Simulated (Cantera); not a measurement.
A closed system holds: 1 mol CF4, 0.14 mol H2, at 26.0 Pa.

Cantera equilibrium calculation (NASA polynomials, part measured and part estimated; ideal gas, pure solids and liquids). Candidate condensed phases: C, C6H6, C7H8, C8H18; 95 gas species. Gases not in the tables: C2F6 and larger saturated fluorocarbons. The numbers say what is thermodynamically allowed, not how fast it happens.

Q: Which condensed phases are stable at each of these points (T (K)): 1623, 1723, 1823, 1923, 2023, 2123, 2223, 2323?

A: 
```
T (K)  condensed phases  C condensed (%)
-----  ----------------  ---------------
1623        C(graphite)              6.4
1723        C(graphite)              5.1
1823        C(graphite)              2.1
1923           gas only              0.0
2023           gas only              0.0
2123        C(graphite)             14.5
2223        C(graphite)             44.3
2323        C(graphite)             65.5
```

From 1623 K to 1823 K the condensed part is C(graphite). From 1923 K to 2023 K nothing is condensed. From 2123 K to 2323 K the condensed part is C(graphite).
